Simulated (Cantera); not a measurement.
An adiabatic, constant-pressure homogeneous reactor starts with CH4 : O2 : N2 : H2O = 1 : 3.77 : 14.2 : 1.9 (molar parts), at 1673 K and 7500 Torr. Integrator tolerance rtol = 1e-08.

Detailed kinetics in Cantera: GRI-Mech 3.0 (53 species, 325 reactions).

Problem. What does this change do: initial temperature 1673 to 1600 K?

Solution. 
```tsv
quantity	before	after
time of steepest temperature rise	39.0 µs	71.0 µs
temperature at 2.00 s	2526 K	2473 K
equilibrium temperature	2526 K	2473 K
x(CH4) at 2.00 s	<1e-12 (gas-phase equilibrium <1e-12)	<1e-12 (gas-phase equilibrium <1e-12)
x(O2) at 2.00 s	0.0765 (gas-phase equilibrium 0.0765)	0.0772 (gas-phase equilibrium 0.0772)
x(H2O) at 2.00 s	0.180 (gas-phase equilibrium 0.180)	0.181 (gas-phase equilibrium 0.181)
x(HO2) at 2.00 s	1.71e-5 (gas-phase equilibrium 1.71e-5)	1.50e-5 (gas-phase equilibrium 1.50e-5)
x(NO) at 2.00 s	0.0134 (gas-phase equilibrium 0.0134)	0.0123 (gas-phase equilibrium 0.0123)
x(C2H2) at 2.00 s	<1e-12 (gas-phase equilibrium <1e-12)	<1e-12 (gas-phase equilibrium <1e-12)
x(HCN) at 2.00 s	1.09e-11 (gas-phase equilibrium 1.09e-11)	5.61e-12 (gas-phase equilibrium 5.61e-12)
```

Problem. What does this change do: initial temperature 1673 to 1475 K?

Solution. 
```
quantity                                                              before                                      after
---------------------------------  -----------------------------------------  -----------------------------------------
time of steepest temperature rise                                    39.0 µs                                   0.216 ms
temperature at 2.00 s                                                 2526 K                                     2377 K
equilibrium temperature                                               2526 K                                     2377 K
x(CH4) at 2.00 s                       <1e-12 (gas-phase equilibrium <1e-12)      <1e-12 (gas-phase equilibrium <1e-12)
x(O2) at 2.00 s                        0.0765 (gas-phase equilibrium 0.0765)      0.0784 (gas-phase equilibrium 0.0784)
x(H2O) at 2.00 s                         0.180 (gas-phase equilibrium 0.180)        0.183 (gas-phase equilibrium 0.183)
x(HO2) at 2.00 s                     1.71e-5 (gas-phase equilibrium 1.71e-5)    1.17e-5 (gas-phase equilibrium 1.17e-5)
x(NO) at 2.00 s                        0.0134 (gas-phase equilibrium 0.0134)      0.0104 (gas-phase equilibrium 0.0104)
x(C2H2) at 2.00 s                      <1e-12 (gas-phase equilibrium <1e-12)      <1e-12 (gas-phase equilibrium <1e-12)
x(HCN) at 2.00 s                   1.09e-11 (gas-phase equilibrium 1.09e-11)  1.59e-12 (gas-phase equilibrium 1.59e-12)
```

Problem. What does this change do: initial temperature 1673 to 1698 K?

Solution. 
```json
[
 {"quantity": "time of steepest temperature rise", "before": "39.0 µs", "after": "32.1 µs"},
 {"quantity": "temperature at 2.00 s", "before": "2526 K", "after": "2544 K"},
 {"quantity": "equilibrium temperature", "before": "2526 K", "after": "2544 K"},
 {"quantity": "x(CH4) at 2.00 s", "before": "<1e-12 (gas-phase equilibrium <1e-12)", "after": "<1e-12 (gas-phase equilibrium <1e-12)"},
 {"quantity": "x(O2) at 2.00 s", "before": "0.0765 (gas-phase equilibrium 0.0765)", "after": "0.0762 (gas-phase equilibrium 0.0762)"},
 {"quantity": "x(H2O) at 2.00 s", "before": "0.180 (gas-phase equilibrium 0.180)", "after": "0.179 (gas-phase equilibrium 0.179)"},
 {"quantity": "x(HO2) at 2.00 s", "before": "1.71e-5 (gas-phase equilibrium 1.71e-5)", "after": "1.78e-5 (gas-phase equilibrium 1.78e-5)"},
 {"quantity": "x(NO) at 2.00 s", "before": "0.0134 (gas-phase equilibrium 0.0134)", "after": "0.0138 (gas-phase equilibrium 0.0138)"},
 {"quantity": "x(C2H2) at 2.00 s", "before": "<1e-12 (gas-phase equilibrium <1e-12)", "after": "<1e-12 (gas-phase equilibrium <1e-12)"},
 {"quantity": "x(HCN) at 2.00 s", "before": "1.09e-11 (gas-phase equilibrium 1.09e-11)", "after": "1.35e-11 (gas-phase equilibrium 1.35e-11)"}
]
```
